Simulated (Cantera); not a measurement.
A perfectly stirred reactor is fed with 17.1 % H2, 16.5 % O2, 62.1 % N2, 4.29 % H2O, at 1000000 Pa; it is adiabatic with a 723 K inlet, and is followed from long to short residence time, starting on the burning branch (τ in s: 0.091, 0.047, 0.025, 0.013, 0.0066, 0.0035, 0.0018, 0.00093, 0.00049, 0.00025, 0.00013, 6.8e-05, 3.5e-05).

Detailed kinetics in Cantera: the H2/O2 subset of GRI-Mech 3.0, which has no nitrogen chemistry. The hydrogen kinetics of GRI-Mech 3.0 are dated; newer H2 mechanisms differ, most at raised pressure.

Task: Predict: blow-out, bracketed by the residence times tried; x(H2) at τ = 91.0 ms; x(O2) at τ = 91.0 ms; x(H2O) at τ = 91.0 ms; x(HO2) at τ = 91.0 ms; x(O) at τ = 91.0 ms; x(H2) at τ = 1.80 ms; x(O2) at τ = 1.80 ms; x(H2O) at τ = 1.80 ms; x(HO2) at τ = 1.80 ms; x(O) at τ = 1.80 ms.

Result: 
| Property | Result |
|---|---|
| blow-out, bracketed by the residence times tried | burning at 35.0 µs, the shortest tried |
| x(H2) at τ = 91.0 ms | 6.54e-5 |
| x(O2) at τ = 91.0 ms | 0.0863 |
| x(H2O) at τ = 91.0 ms | 0.234 |
| x(HO2) at τ = 91.0 ms | 3.59e-6 |
| x(O) at τ = 91.0 ms | 5.13e-5 |
| x(H2) at τ = 1.80 ms | 0.000318 |
| x(O2) at τ = 1.80 ms | 0.0862 |
| x(H2O) at τ = 1.80 ms | 0.233 |
| x(HO2) at τ = 1.80 ms | 7.77e-6 |
| x(O) at τ = 1.80 ms | 0.000126 |
